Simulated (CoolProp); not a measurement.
A Linde-Hampson liquefier for nitrogen: isothermal reversible compression at 200 K from 1 atm to 10 MPa, throttling to 1 atm, return gas leaving the recuperator 2 K below the feed. Each further row changes one setting.

The numbers come from the reference Helmholtz-energy equation of state, Span 2000 in CoolProp.

```tsv
case	liquid yield per pass	compression work (kJ/kg of gas)
as stated	?	261
high pressure 20 MPa	0.229	296
warm-end temperature 230 K	?	307
warm-end gap 7 K	?	261
```

**Question.** What belongs in the gaps?

**Answer.** 
- as stated, liquid yield per pass: 0.142
- warm-end temperature 230 K, liquid yield per pass: 0.093
- warm-end gap 7 K, liquid yield per pass: 0.128
